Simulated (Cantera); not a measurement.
An adiabatic, constant-pressure homogeneous reactor starts with CH₄ : CO : O₂ : N₂ = 1 : 1 : 4.17 : 15.7 (molar parts), equivalence ratio 0.60, at 1348 K and 3750 Torr. Integrator tolerance rtol = 1e-08.

Computed with Cantera and GRI-Mech 3.0 (53 species, 325 reactions).

Task: What does this change do: CO 1 to 0.37 parts?

Result: 
| quantity | before | after |
|---|---|---|
| time of steepest temperature rise | 1.39 ms | 1.30 ms |
| temperature at 9.00 s | 2510 K | 2386 K |
| equilibrium temperature | 2510 K | 2386 K |
| x(CH₄) at 9.00 s | <1e-12 (gas-phase equilibrium <1e-12) | <1e-12 (gas-phase equilibrium <1e-12) |
| x(CO) at 9.00 s | 0.00570 (gas-phase equilibrium 0.00570) | 0.00188 (gas-phase equilibrium 0.00188) |
| x(O₂) at 9.00 s | 0.0717 (gas-phase equilibrium 0.0717) | 0.0875 (gas-phase equilibrium 0.0875) |
| x(HCN) at 9.00 s | 1.62e-11 (gas-phase equilibrium 1.62e-11) | 1.85e-12 (gas-phase equilibrium 1.85e-12) |
| x(HO₂) at 9.00 s | 9.21e-6 (gas-phase equilibrium 9.21e-6) | 7.78e-6 (gas-phase equilibrium 7.78e-6) |
| x(C₂H₂) at 9.00 s | <1e-12 (gas-phase equilibrium <1e-12) | <1e-12 (gas-phase equilibrium <1e-12) |
| x(C₂H₄) at 9.00 s | <1e-12 (gas-phase equilibrium <1e-12) | <1e-12 (gas-phase equilibrium <1e-12) |

Task: What does this change do: CH4 1 to 1.6 parts?

Result: 
```tsv
quantity	before	after
time of steepest temperature rise	1.39 ms	1.89 ms
temperature at 9.00 s	2510 K	2738 K
equilibrium temperature	2510 K	2738 K
x(CH₄) at 9.00 s	<1e-12 (gas-phase equilibrium <1e-12)	<1e-12 (gas-phase equilibrium <1e-12)
x(CO) at 9.00 s	0.00570 (gas-phase equilibrium 0.00570)	0.0277 (gas-phase equilibrium 0.0277)
x(O₂) at 9.00 s	0.0717 (gas-phase equilibrium 0.0717)	0.0277 (gas-phase equilibrium 0.0277)
x(HCN) at 9.00 s	1.62e-11 (gas-phase equilibrium 1.62e-11)	8.48e-10 (gas-phase equilibrium 8.48e-10)
x(HO₂) at 9.00 s	9.21e-6 (gas-phase equilibrium 9.21e-6)	9.33e-6 (gas-phase equilibrium 9.33e-6)
x(C₂H₂) at 9.00 s	<1e-12 (gas-phase equilibrium <1e-12)	<1e-12 (gas-phase equilibrium <1e-12)
x(C₂H₄) at 9.00 s	<1e-12 (gas-phase equilibrium <1e-12)	<1e-12 (gas-phase equilibrium <1e-12)
```
